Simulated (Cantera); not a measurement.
Mixture: CH4 : O2 : N2 = 1 : 1.05 : 6.74 (molar parts), at 760 Torr, adiabatic and at constant volume. Ignition delay is the time to a rise of 400 K.

Model: GRI-Mech 3.0 (53 species, 325 reactions), integrated in Cantera.

Task: What does this change do: CH4 1 to 0.46 parts?

Result: 
```tsv
quantity	before	after
delay at 1225 K	71.3 ms	48.0 ms
delay at 1300 K	25.8 ms	17.4 ms
delay at 1375 K	9.86 ms	6.76 ms
delay at 1450 K	4.00 ms	2.83 ms
delay at 1525 K	1.73 ms	1.29 ms
delay at 1600 K	0.812 ms	0.640 ms
delay at 1675 K	0.415 ms	0.347 ms
apparent activation energy between 1525 and 1675 K	200 kJ/mol	190 kJ/mol
```

Task: What does this change do: 0.012 parts C2H6 added?

Result: 
```csv
quantity,before,after
delay at 1225 K,71.3 ms,49.3 ms
delay at 1300 K,25.8 ms,17.9 ms
delay at 1375 K,9.86 ms,6.70 ms
delay at 1450 K,4.00 ms,2.64 ms
delay at 1525 K,1.73 ms,1.11 ms
delay at 1600 K,0.812 ms,0.516 ms
delay at 1675 K,0.415 ms,0.265 ms
apparent activation energy between 1525 and 1675 K,200 kJ/mol,200 kJ/mol
```
